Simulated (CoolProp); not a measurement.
Vapour-liquid equilibrium of dimethyl carbonate (1) + n-heptane (2) at 475.7 K; x and y are mole fractions of (1).

Values from CoolProp's multi-fluid Helmholtz-energy mixture model, Zhou 2011 and Span 2003; pair parameters Bell 2016.

Task: Give the bubble pressure and the first vapour's composition at x = 0.05, 0.75, 0.95. Is there an azeotrope?

Result: x = 0.05: 1.112 MPa, y = 0.101; x = 0.75: 1.575 MPa, y = 0.729; x = 0.95: 1.468 MPa, y = 0.923. y crosses x between x = 0.65 and 0.75: the model has an azeotrope there.

Pair parameters are fitted to limited data, so mixtures are less certain than the pure fluids.
